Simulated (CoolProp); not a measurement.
The fluid at 601.62 K and 0.815 MPa flows at 0.065 m/s in a round tube of 50 mm bore and 1.5 µm roughness, fully developed (64/Re and Nu = 3.66 if laminar; Colebrook and Gnielinski if turbulent). The same conditions are run with several fluids, on thermodynamics alone (safety and materials aside).

Values from CoolProp's reference Helmholtz-energy equation of state of each fluid (carbon dioxide: Span 1996; p-xylene: Zhou 2012; oxygen: Schmidt 1985; o-xylene: Zhou 2012).

```json
[
 {"fluid": "carbon dioxide", "Reynolds number": "833", "Darcy friction factor": "0.0768", "pressure drop (Pa/m)": "0.0233", "heat-transfer coefficient (W/(m² K))": "3.03", "mass flow (kg/h)": "3.30"},
 {"fluid": "p-xylene", "Reynolds number": "4810", "Darcy friction factor": "?", "pressure drop (Pa/m)": "?", "heat-transfer coefficient (W/(m² K))": "13.1", "mass flow (kg/h)": "8.83"},
 {"fluid": "oxygen", "Reynolds number": "485", "Darcy friction factor": "?", "pressure drop (Pa/m)": "0.0290", "heat-transfer coefficient (W/(m² K))": "3.51", "mass flow (kg/h)": "2.39"},
 {"fluid": "o-xylene", "Reynolds number": "?", "Darcy friction factor": "0.0382", "pressure drop (Pa/m)": "?", "heat-transfer coefficient (W/(m² K))": "13.1", "mass flow (kg/h)": "?"}
]
```

### Question
What belongs in the gaps?

### Answer

- p-xylene, Darcy friction factor: 0.0378
- p-xylene, pressure drop (Pa/m): 0.0307
- oxygen, Darcy friction factor: 0.132
- o-xylene, Reynolds number: 4680
- o-xylene, pressure drop (Pa/m): 0.0310
- o-xylene, mass flow (kg/h): 8.85

Above 300 K oxygen's equation is extrapolated.

Transport values come from each fluid's own correlations.
